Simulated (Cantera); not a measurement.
Feed: 1 mol SiH2Cl2, 0.15 mol O2, 0.42 mol H2, at 0.0133 bar.

Method: chemical equilibrium by Gibbs-energy minimisation in Cantera with the NASA 1993 tables (ideal gas, pure condensed phases). Candidate condensed phases: H2O, Si, SiO2; 30 gas species. The numbers say what is thermodynamically allowed, not how fast it happens.

Over these rows the condensed part is Si(s) + SiO2(α-quartz). Partial pressures as log10 of bar:

```csv
T (K),1000/T (1/K),log p SiCl2,log p H2,log p SiCl4,log p SiHCl3
700,1.4286,-7.92,-2.01,-2.50,-3.31
725,1.3793,-7.51,-2.01,-2.50,-3.32
750,1.3333,-7.12,-2.01,-2.50,-3.33
775,1.2903,-6.76,-2.01,-2.50,-3.33
800,1.2500,-6.43,-2.01,-2.50,-3.34
825,1.2121,?,-2.02,-2.50,-3.34
```

Q: Fit log p(SiCl2) = a + b·(1000/T) to the five rows, give the apparent enthalpy, and predict the row at 825 K.

A: Means: 1000/T = 1.3363, log p = -7.148. Sxy = -0.166717, Sxx = 0.0199410, so b = -8.36 and a = -7.148 − (-8.36)×1.3363 = 4.02.
Apparent enthalpy: −19.145 × (-8.36) = 160 kJ/mol. With the condensed phases at unit activity, 1/2 Si(s) + 1/2 SiCl4(g) = SiCl2(g) links this pressure to the main gases: over the six rows their terms move log p by +0.00 in all, so the slope is close to that reaction's ΔH°. The five rows lie within 0.01 of the line.
Prediction at 825 K: 4.02 + (-8.36)×1.2121 = -6.11. The computed value is -6.11, 0.00 from the line.
